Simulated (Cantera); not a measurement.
Equilibrium for silicon nitride deposition: trisilylamine + N2

A closed system holds: 1 mol trisilylamine, a varied amount of N2, held at 21.0 Pa.

Cantera equilibrium calculation (NASA polynomials, part measured and part estimated; ideal gas, pure solids and liquids). Candidate condensed phases: Si, Si3N4; 18 gas species. The feed counts by its element totals alone. Mutual solubility and eutectic melting of coexisting phases are not modelled. Rates play no part.

Q: Map the stable condensed phases over T = 750, 850, 950, 1050, 1150, 1250, 1350, 1450, 1550, 1650, 1750 K and n(N2) in mol = 1.3, 4.4, 7.5, 11, 14, 17, 20, 23, 26.

A: 
```
T in K \ n(N2) in mol
         1.3 4.4 7.5  11  14  17  20  23  26
   1750    A   A   A   A   A   A   A   A   A
   1650    A   A   A   A   A   A   A   A   A
   1550    A   A   B   C   C   C   C   C   C
   1450    B   C   C   C   C   C   C   C   C
   1350    B   C   C   C   C   C   C   C   C
   1250    B   C   C   C   C   C   C   C   C
   1150    B   C   C   C   C   C   C   C   C
   1050    B   C   C   C   C   C   C   C   C
    950    B   C   C   C   C   C   C   C   C
    850    B   C   C   C   C   C   C   C   C
    750    B   C   C   C   C   C   C   C   C
```
A: Si; B: Si + Si3N4; C: Si3N4.
